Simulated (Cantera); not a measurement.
## Equilibrium for carbon deposition, reforming and gasification: C2H5OH + H2O

A closed system holds: 1 mol C2H5OH, 0.5 mol H2O, equilibrated at 13.3 mbar.

Equilibrium computed with Cantera from the NASA thermochemical tables; the gas is ideal and each condensed phase is pure. Candidate condensed phases: C, C6H6, C7H8, C8H18, H2O; 110 gas species. The numbers say what is thermodynamically allowed, not how fast it happens.

| T (K) | log p H2 | log p CO | log p H2O | log p CH4 | log p CO2 | log p H | n C(graphite) |
|---|---|---|---|---|---|---|---|
| 648 | -2.14 | -3.79 | -2.49 | -2.84 | -2.93 | <-13 | 1.28 |
| 748 | -2.03 | -2.87 | -2.91 | -3.54 | -2.96 | -13.56 | 1.14 |
| 848 | -2.03 | -2.47 | -3.63 | -4.25 | -3.58 | -11.73 | 0.660 |
| 948 | -2.03 | -2.41 | -4.45 | -4.83 | -4.57 | -10.30 | 0.518 |
| 1048 | -2.03 | -2.40 | -5.16 | -5.29 | -5.45 | -9.13 | 0.502 |
| 1148 | -2.03 | -2.40 | -5.75 | -5.68 | -6.19 | -8.16 | 0.500 |
| 1248 | -2.03 | -2.40 | -6.24 | -6.01 | -6.80 | -7.35 | 0.500 |
| 1348 | -2.03 | -2.40 | -6.66 | -6.29 | -7.32 | -6.65 | 0.500 |
| 1448 | -2.03 | -2.40 | -7.02 | -6.54 | -7.77 | -6.05 | 0.500 |
| 1548 | -2.03 | -2.40 | -7.34 | -6.75 | -8.15 | -5.53 | 0.500 |
| 1648 | -2.03 | -2.40 | -7.61 | -6.93 | -8.49 | -5.07 | 0.500 |
| 1748 | -2.03 | -2.40 | -7.86 | -7.10 | -8.78 | -4.66 | 0.499 |
| 1848 | -2.03 | -2.40 | -8.08 | -7.25 | -9.05 | -4.29 | 0.498 |
log p: log10 of the partial pressure in bar; n: condensed amount in mol.

From 648 K to 1848 K the condensed part is C(graphite). The main C-bearing gas is CH4 at 648 K and CO at 1848 K. The share of C in condensed phases is highest at 648 K (63.9 %) and lowest at 1848 K (24.9 %).
